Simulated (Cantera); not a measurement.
# Adiabatic ignition

An adiabatic, constant-volume homogeneous reactor starts with 6.35 % H2, 4.81 % O2, 88.8 % N2, equivalence ratio 0.66, at 1100 K and 500000 Pa.

Cantera simulation using GRI-Mech 3.0 (53 species, 325 reactions); the numbers are that mechanism's predictions, not measurements. The hydrogen kinetics of GRI-Mech 3.0 are dated; newer H2 mechanisms differ, most at raised pressure.

| t (s) | T (K) | P (bar) | x H2 | x O2 | x H2O | x NO | x H2O2 |
|---|---|---|---|---|---|---|---|
| 7.00e-6 | 1100 | 5.00 | 0.0635 | 0.0481 | 8.61e-10 | <1e-12 | 4.70e-12 |
| 1.67e-5 | 1100 | 5.00 | 0.0635 | 0.0481 | 4.15e-9 | <1e-12 | 3.83e-11 |
| 3.99e-5 | 1100 | 5.00 | 0.0635 | 0.0481 | 1.63e-8 | <1e-12 | 3.08e-10 |
| 9.51e-5 | 1100 | 5.00 | 0.0635 | 0.0481 | 5.59e-8 | <1e-12 | 2.23e-9 |
| 0.000227 | 1100 | 5.00 | 0.0635 | 0.0481 | 2.30e-7 | <1e-12 | 1.59e-8 |
| 0.000542 | 1100 | 5.00 | 0.0635 | 0.0481 | 2.23e-6 | <1e-12 | 2.02e-7 |
| 0.00129 | 1692 | 7.45 | 3.94e-5 | 0.0168 | 0.0653 | 6.46e-6 | 8.70e-8 |
| 0.00308 | 1694 | 7.45 | 3.59e-6 | 0.0169 | 0.0655 | 6.53e-6 | 1.34e-8 |
| 0.00736 | 1694 | 7.45 | 3.50e-6 | 0.0169 | 0.0655 | 6.55e-6 | 1.31e-8 |
| 0.0176 | 1694 | 7.45 | 3.50e-6 | 0.0169 | 0.0655 | 6.60e-6 | 1.31e-8 |
| 0.0419 | 1694 | 7.45 | 3.50e-6 | 0.0169 | 0.0655 | 6.73e-6 | 1.31e-8 |
| 0.100 | 1694 | 7.45 | 3.50e-6 | 0.0169 | 0.0655 | 7.03e-6 | 1.31e-8 |
x: mole fraction; the columns are a selection and need not sum to one.

```yaml
time_of_steepest_temperature_rise: 1.16 ms
temperature at 0.100 s: 1694 K
equilibrium_temperature: 1691 K
x(H2) at 0.100 s: 3.50e-6 (gas-phase equilibrium 3.44e-6)
x(O2) at 0.100 s: 0.0169 (gas-phase equilibrium 0.0165)
x(H2O) at 0.100 s: 0.0655 (gas-phase equilibrium 0.0655)
```
